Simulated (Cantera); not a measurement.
A freely propagating, adiabatic, planar premixed flame of H2 : O2 : N2 = 1 : 0.357 : 1.34 (molar parts), unburnt at 550 K and 1.10 bar; mixture-averaged transport, grid criteria slope 0.08 and curve 0.16, no radiation.

Detailed kinetics in Cantera: the H2/O2 subset of GRI-Mech 3.0, which has no nitrogen chemistry. Burning velocities carry a grid error of a few per cent, more on coarse grids.

Problem. What does this change do: 0.12 parts H2O added?

Solution. 
```tsv
quantity	before	after
laminar burning velocity	767 cm/s	718 cm/s
thermal thickness	0.390 mm	0.373 mm
peak x(HO2)	0.000346	0.000412
peak x(OH)	0.0129	0.0120
peak x(H2O2)	2.05e-5	2.53e-5
```
